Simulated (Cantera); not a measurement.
A closed system holds: 1 mol H₂O, a varied amount of O₂, 1.5 mol H₂, held at 602 °C and 13.0 bar.

Cantera equilibrium calculation (NASA polynomials, part measured and part estimated; ideal gas, pure solids and liquids). Candidate condensed phases: H₂O; 9 gas species. Equilibrium is a limit: real reactors are often held back by kinetics, nucleation or transport.

x: gas mole fraction; nothing condenses.

```
n(O₂) (mol)  x H₂O      x H₂    x O₂     x OH
-----------  -----  --------  ------  -------
0.11         0.488     0.512  <1e-12   <1e-12
0.15         0.520     0.480  <1e-12   <1e-12
0.2          0.560     0.440  <1e-12   <1e-12
0.28             ?         ?  <1e-12   <1e-12
0.39         0.712     0.288  <1e-12   <1e-12
0.54         0.832     0.168  <1e-12   <1e-12
0.74         0.992   0.00800  <1e-12   <1e-12
1                ?  1.04e-12       ?        ?
1.4          0.794    <1e-12   0.206  1.04e-8
2            0.667    <1e-12   0.333  1.08e-8
2.7          0.562    <1e-12   0.438  1.06e-8
```

Fill in the missing entries.


- 1, x H₂O: 0.909
- 1, x O₂: 0.0909
- 1, x OH: 9.09e-9
- 0.28, x H₂O: 0.624
- 0.28, x H₂: 0.376
